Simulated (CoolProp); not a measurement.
Properties of dimethyl carbonate along the isotherm 362.6 K.

Model: reference Helmholtz-energy equation of state, Zhou 2011, in CoolProp.

```json
[
 {"p (kPa)": "205", "phase": "liquid", "density (kg/m³)": "975.1", "expansivity (1/kK)": "1.469"},
 {"p (kPa)": "409", "phase": "liquid", "density (kg/m³)": "975.4", "expansivity (1/kK)": "1.466"},
 {"p (kPa)": "614", "phase": "liquid", "density (kg/m³)": "975.7", "expansivity (1/kK)": "1.463"},
 {"p (kPa)": "818", "phase": "liquid", "density (kg/m³)": "976.0", "expansivity (1/kK)": "1.460"},
 {"p (kPa)": "1020", "phase": "liquid", "density (kg/m³)": "976.3", "expansivity (1/kK)": "1.457"},
 {"p (kPa)": "1230", "phase": "liquid", "density (kg/m³)": "976.7", "expansivity (1/kK)": "1.454"},
 {"p (kPa)": "1430", "phase": "liquid", "density (kg/m³)": "977.0", "expansivity (1/kK)": "1.451"},
 {"p (kPa)": "1640", "phase": "liquid", "density (kg/m³)": "977.3", "expansivity (1/kK)": "1.448"},
 {"p (kPa)": "1840", "phase": "liquid", "density (kg/m³)": "977.6", "expansivity (1/kK)": "1.445"},
 {"p (kPa)": "2050", "phase": "liquid", "density (kg/m³)": "977.9", "expansivity (1/kK)": "1.442"},
 {"p (kPa)": "2250", "phase": "liquid", "density (kg/m³)": "978.2", "expansivity (1/kK)": "1.440"},
 {"p (kPa)": "2450", "phase": "liquid", "density (kg/m³)": "978.5", "expansivity (1/kK)": "1.437"}
]
```
